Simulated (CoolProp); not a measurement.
Isopentane along the isotherm 500 K: Z from the reference equation and from simpler models built on Tc = 460.3 K, pc = 33.78 bar, ω = 0.227; each cubic takes its own stable root.

Values from CoolProp's reference Helmholtz-energy equation of state, Lemmon 2006. It is a short technical equation, of lower accuracy than the large ones.

```csv
p (bar),phase,reference
6.33,gas,0.9497
12.7,gas,0.8957
19,gas,0.8383
25.3,gas,0.7760
31.7,gas,0.7066
38,supercritical,0.6308
44.3,supercritical,0.5460
50.7,supercritical,0.4551
```

Task: How far does each simpler model (van der Waals, Soave-Redlich-Kwong, Peng-Robinson) lie from the reference over these 8 states: mean and median of the absolute difference, and the worst?

Result: 
- van der Waals: mean 3.1 %, median 0.7 %, worst -11.3 % at 500 K and 44.3 bar
- Soave-Redlich-Kwong: mean 2.3 %, median 1.1 %, worst +8.8 % at 500 K and 50.7 bar
- Peng-Robinson: mean 1.8 %, median 1.9 %, worst -2.5 % at 500 K and 38 bar
